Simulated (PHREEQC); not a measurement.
**Nickel, zinc or cadmium bath (model solution)**

Dissolve 0.0024 mol ZnSO4 per kg of water at 25 °C. Closed to the air; pH follows from the charge balance.

Model: ion-association model, wateq4f.dat, run in PHREEQC.

Each row changes one thing in this solution. Precipitation was switched off in this run.

```
case                                            pH  ionic strength (mol/kgw)  SO4-2 (mol/kgw)  HSO4- (mol/kgw)
--------------------------------------------  ----  ------------------------  ---------------  ---------------
as made                                       5.93                   0.00783          0.00195          1.70e-7
diluted 10-fold with water                    6.31                  0.000922         0.000230          9.84e-9
0.0014 mol/kgw CuSO4 added                    5.31                    0.0118          0.00295          1.01e-6
ZnSO4 from 0.0024 to 0.00048 mol/kgw          6.19                   0.00179         0.000447          2.45e-8
ZnSO4 replaced by CaSO4 at the same molality  7.02                   0.00805          0.00201          1.42e-8
```

Complexes and solids missing from the database can't appear. Some of these states are supersaturated (in Brochantite, Antlerite, for instance).
